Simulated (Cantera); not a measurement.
A perfectly stirred reactor is fed with H2 : O2 = 0.12 : 1 (molar parts), equivalence ratio 0.060, at 0.0263 atm; it is held at 1298 K, and followed from long to short residence time.

Detailed kinetics in Cantera: GRI-Mech 3.0 (53 species, 325 reactions). Radical loss at walls, strong at low pressure, is not modelled. The temperature is held fixed by assumption; the heat of reaction is taken as removed at once.

One state of this run: x H2 = 0.000324; x O2 = 0.883; x O = 0.00316; x H = 0.000299; x OH = 0.00219; x H2O2 = 1.72e-7; x HO2 = 3.66e-6. x: mole fraction; the columns are a selection and need not sum to one.

Problem. Which value of τ (s) does it belong to?
(A) 2.1
(B) 0.0028
(C) 0.41
(D) 11

Solution. C, 0.41
